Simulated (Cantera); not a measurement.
Cantera run, input and output.

```python
import numpy as np
import cantera as ct

gas = ct.Solution("gri30.yaml")
gas.TPX = 1073, 170000, {'CO': 0.021, 'O2': 0.0031, 'H2O': 0.00044, 'N2': 1}
reactor = ct.IdealGasConstPressureReactor(gas, energy="off", clone=False)
net = ct.ReactorNet([reactor])
net.rtol, net.atol = 1e-08, 1e-18
show = ['CO', 'O2', 'H2O', 'H2', 'NO', 'OH', 'N2O']
times = np.geomspace(2e-05, 90, 12)

steps = ct.SolutionArray(gas, extra=["t"])
rows = []
print(f"{'t/s':>10s}{'T/K':>9s}{'P/Pa':>11s}" + "".join(f"{s:>11s}" for s in show))
for t in times:
    while net.time < t:
        t_next = net.step()
        steps.append(gas.state, t=t_next)
    rows.append([np.interp(t, steps.t, y) for y in (steps.T, steps.P, *steps(*show).X.T)])
    print(f"{t:10.3e}{rows[-1][0]:9.1f}{rows[-1][1]:11.4g}" + "".join(f"{x:11.3e}" for x in rows[-1][2:]))
rate = np.gradient(steps.T, steps.t)
print("integrator steps:", len(steps.t))
if steps.T.max() > steps.T[0] + 200:
    print(f"time of steepest temperature rise: {steps.t[rate.argmax()]:.4e} s")
gas.TPX = 1073, 170000, {'CO': 0.021, 'O2': 0.0031, 'H2O': 0.00044, 'N2': 1}
gas.equilibrate("TP")
print(f"equilibrium (TP): T = {gas.T:.1f} K  " + "  ".join(f"{s} {gas[s].X[0]:.3e}" for s in show))
```

It prints:

```
       t/s      T/K       P/Pa         CO         O2        H2O         H2         NO         OH        N2O
 2.000e-05   1073.0    1.7e+05  2.050e-02  3.026e-03  4.295e-04  1.287e-18  1.030e-22  6.494e-15  6.523e-17
 8.051e-05   1073.0    1.7e+05  2.050e-02  3.026e-03  4.295e-04  1.427e-16  2.053e-21  4.290e-14  1.035e-15
 3.241e-04   1073.0    1.7e+05  2.050e-02  3.026e-03  4.295e-04  8.796e-15  3.883e-20  2.358e-13  1.577e-14
 1.305e-03   1073.0    1.7e+05  2.050e-02  3.026e-03  4.295e-04  2.896e-13  5.560e-19  1.205e-12  2.063e-13
 5.253e-03   1073.0    1.7e+05  2.050e-02  3.026e-03  4.295e-04  6.738e-12  5.620e-18  6.296e-12  1.925e-12
 2.115e-02   1073.0    1.7e+05  2.050e-02  3.026e-03  4.295e-04  2.030e-10  9.000e-17  5.681e-11  2.029e-11
 8.512e-02   1073.0    1.7e+05  2.048e-02  3.016e-03  4.292e-04  1.370e-07  7.133e-13  6.725e-09  3.315e-09
 3.427e-01   1073.0    1.7e+05  1.986e-02  2.706e-03  4.217e-04  7.505e-06  2.884e-10  2.282e-08  1.009e-07
 1.380e+00   1073.0    1.7e+05  1.487e-02  2.124e-04  3.862e-04  4.244e-05  2.401e-08  5.729e-08  4.247e-07
 5.554e+00   1073.0    1.7e+05  1.434e-02  9.588e-09  2.818e-04  1.489e-04  1.386e-08  2.567e-10  1.245e-08
 2.236e+01   1073.0    1.7e+05  1.432e-02  5.512e-10  2.620e-04  1.687e-04  5.490e-09  4.591e-11  2.854e-09
 9.000e+01   1073.0    1.7e+05  1.431e-02  4.556e-11  2.471e-04  1.836e-04  2.342e-09  1.031e-11  1.466e-10
integrator steps: 2014
equilibrium (TP): T = 1073.0 K  CO 1.418e-02  O2 4.542e-20  H2O 1.263e-04  H2 3.044e-04  NO 3.446e-14  OH 2.927e-13  N2O 3.846e-18
```

Cantera simulation using GRI-Mech 3.0 (53 species, 325 reactions); the numbers are that mechanism's predictions, not measurements.
